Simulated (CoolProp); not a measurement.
Model: reference Helmholtz-energy equation of state, Akasaka 2019, in CoolProp.

Q: Give the vapour pressure (MPa), liquid density (kg/m³), vapour density (kg/m³), enthalpy of vaporisation (kJ/kg) of saturated R1234ze(Z) at 33.35, 72.35, 95.85 °C.

A: 
```tsv
T (°C)	p (MPa)	liquid density (kg/m³)	vapour density (kg/m³)	enthalpy of vaporisation (kJ/kg)
33.35	0.235	1200	11.5	201
72.35	0.713	1080	34.7	172
95.85	1.23	998	62.6	149
```
